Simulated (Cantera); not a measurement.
A perfectly stirred reactor is fed with 0.602 % CH4, 0.662 % O2, 98.7 % N2, at 6.10 bar; it is held at 1500 K, and followed from long to short residence time.

Model: GRI-Mech 3.0 (53 species, 325 reactions), integrated in Cantera.

Q: Predict: x(CH4) at τ = 8.60 s; x(O2) at τ = 8.60 s; x(H2) at τ = 8.60 s; x(CH4) at τ = 67.0 ms; x(O2) at τ = 67.0 ms; x(H2) at τ = 67.0 ms; x(N2O) at τ = 67.0 ms.

A: 
* **x(CH4) at τ = 8.60 s**: 0.000840
* **x(O2) at τ = 8.60 s**: 3.91e-5
* **x(H2) at τ = 8.60 s**: 0.00320
* **x(CH4) at τ = 67.0 ms**: 0.00144
* **x(O2) at τ = 67.0 ms**: 0.00105
* **x(H2) at τ = 67.0 ms**: 0.00225
* **x(N2O) at τ = 67.0 ms**: 1.58e-8
